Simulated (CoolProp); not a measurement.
Saturation properties of sulfur hexafluoride.

The numbers come from the reference Helmholtz-energy equation of state, Guder 2009 in CoolProp.

```json
[
 {"T (K)": "232.3", "p (MPa)": "0.3298", "enthalpy of vaporisation (kJ/kg)": "___", "liquid cp (kJ/(kg K))": "0.8647", "surface tension (mN/m)": "10.2"},
 {"T (K)": "237.1", "p (MPa)": "___", "enthalpy of vaporisation (kJ/kg)": "104.7", "liquid cp (kJ/(kg K))": "0.8804", "surface tension (mN/m)": "9.49"},
 {"T (K)": "241.9", "p (MPa)": "0.4711", "enthalpy of vaporisation (kJ/kg)": "102.4", "liquid cp (kJ/(kg K))": "0.8968", "surface tension (mN/m)": "8.79"},
 {"T (K)": "246.7", "p (MPa)": "0.5567", "enthalpy of vaporisation (kJ/kg)": "99.94", "liquid cp (kJ/(kg K))": "0.9139", "surface tension (mN/m)": "8.09"},
 {"T (K)": "251.5", "p (MPa)": "0.6534", "enthalpy of vaporisation (kJ/kg)": "97.41", "liquid cp (kJ/(kg K))": "0.9322", "surface tension (mN/m)": "7.41"},
 {"T (K)": "256.2", "p (MPa)": "0.7597", "enthalpy of vaporisation (kJ/kg)": "___", "liquid cp (kJ/(kg K))": "0.9514", "surface tension (mN/m)": "6.76"},
 {"T (K)": "261", "p (MPa)": "0.8810", "enthalpy of vaporisation (kJ/kg)": "91.98", "liquid cp (kJ/(kg K))": "0.9728", "surface tension (mN/m)": "___"},
 {"T (K)": "265.8", "p (MPa)": "1.016", "enthalpy of vaporisation (kJ/kg)": "88.99", "liquid cp (kJ/(kg K))": "0.9963", "surface tension (mN/m)": "___"},
 {"T (K)": "270.6", "p (MPa)": "1.166", "enthalpy of vaporisation (kJ/kg)": "85.81", "liquid cp (kJ/(kg K))": "1.023", "surface tension (mN/m)": "4.84"},
 {"T (K)": "275.4", "p (MPa)": "1.331", "enthalpy of vaporisation (kJ/kg)": "82.39", "liquid cp (kJ/(kg K))": "___", "surface tension (mN/m)": "4.23"},
 {"T (K)": "280.2", "p (MPa)": "1.513", "enthalpy of vaporisation (kJ/kg)": "78.71", "liquid cp (kJ/(kg K))": "1.089", "surface tension (mN/m)": "3.64"}
]
```

Task: Fill in the missing entries.

Result: 
- 232.3, enthalpy of vaporisation (kJ/kg): 106.8
- 237.1, p (MPa): 0.3957
- 256.2, enthalpy of vaporisation (kJ/kg): 94.80
- 261, surface tension (mN/m): 6.10
- 265.8, surface tension (mN/m): 5.46
- 275.4, liquid cp (kJ/(kg K)): 1.053

Surface tension comes from a separate correlation (Mulero 2012).
